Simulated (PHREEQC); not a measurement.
## Copper plating or etch bath: speciation

Consider water at 50 °C with 0.047 mol/kgw CuSO4 and 0.00011 mol/kgw H3BO3. Closed to the air; pH follows from the charge balance.

Model: ion-association model, phreeqc.dat, run in PHREEQC.

Precipitation was switched off in this run.

Question: Predict the pH, ionic strength.

Answer: pH 4.38; ionic strength 0.104 mol/kgw.

Question: In which forms is Cu present?

Answer: Cu+2 55 %, CuSO4 45 % of the Cu.

Away from 25 °C the constants follow the database's enthalpies or fits; those with neither stay at their 25 °C values.
